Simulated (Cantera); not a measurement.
What does this Cantera script print?

```python
import numpy as np
import cantera as ct

gas_names = """
    H H2 N NH NH2 NH3 N2 N2H2 N2H4 Si SiH SiH2 SiH3 SiH4 SiN Si2 Si2N Si3
""".split()
cond_names = """
    Si(cr) Si(L) Si3N4(a)
""".split()


def load(file, names, dense=False):
    # The tables refer to 1 bar. Condensed volumes are neglected.
    table = {s.name: s for s in ct.Species.list_from_file(file)}
    out = []
    for n in names:
        d = dict(table[n].input_data)
        d["thermo"] = dict(d["thermo"], **{"reference-pressure": 1e5})
        if dense:
            d["equation-of-state"] = {"model": "constant-volume", "density": "1e6 g/cm^3"}
        out.append(ct.Species.from_dict(d))
    return out


gas = ct.Solution(thermo="ideal-gas", species=load("nasa_gas.yaml", gas_names))
cond = {s.name: ct.Solution(thermo="fixed-stoichiometry", species=[s], name=s.name)
        for s in load("nasa_condensed.yaml", cond_names, dense=True)}
atoms = {
    'SiH4': {'Si': 1, 'H': 4},
    'NH3': {'N': 1, 'H': 3},
    'H2': {'H': 2},
}
top_T = {'Si3N4(a)': 2400}  # K; cautious upper limits of use, not melting points


def equilibrate(T, P, feed):
    n = {}
    for name, mol in feed.items():
        for a, k in atoms[name].items():
            n[a] = n.get(a, 0.0) + k * mol
    gas.TPX = T, P, n
    mass = sum(n.values()) * gas.mean_molecular_weight
    gas.equilibrate("TP")
    valid = [c for c in cond.values() if c.min_temp <= T <= top_T.get(c.name, c.max_temp)]
    mix = ct.Mixture([(gas, mass / gas.mean_molecular_weight)] + [(c, 0.0) for c in valid])
    mix.T, mix.P = T, P
    mix.equilibrate("TP", solver="vcs", rtol=1e-11, max_steps=5000)
    return mix


results = []
feed = {'SiH4': 1, 'NH3': 2.3, 'H2': 14}  # mol
T = 1423  # K
P = 4600  # Pa
mix = equilibrate(T, P, feed)
results.append((T, P, feed, dict(zip(mix.species_names, mix.species_moles))))
print(gas.report(threshold=0.0001))
for i in range(1, mix.n_phases):
    print(f"{mix.phase(i).name:16s} {mix.phase_moles(i):12.5e} mol")
```

Output:

```
       temperature   1423 K
          pressure   4600 Pa
           density   0.0010289 kg/m^3
  mean mol. weight   2.6463 kg/kmol
   phase of matter   gas

                          1 kg             1 kmol
                     ---------------   ---------------
          enthalpy        1.2812e+07        3.3905e+07  J
   internal energy        8.3411e+06        2.2074e+07  J
           entropy             77568        2.0527e+05  J/K
    Gibbs function       -9.7568e+07        -2.582e+08  J
 heat capacity c_p             12132             32105  J/K
 heat capacity c_v            8990.1             23791  J/K

                      mass frac. Y      mole frac. X     chem. pot. / RT
                     ---------------   ---------------   ---------------
                H2           0.74331           0.97572           -21.554
                N2           0.25668          0.024247            -32.65
     [  +16 minor]        1.5464e-05        3.1164e-05

Si(cr)            0.00000e+00 mol
Si3N4(a)          3.33333e-01 mol
```

Method: chemical equilibrium by Gibbs-energy minimisation in Cantera with the NASA 1993 tables (ideal gas, pure condensed phases).
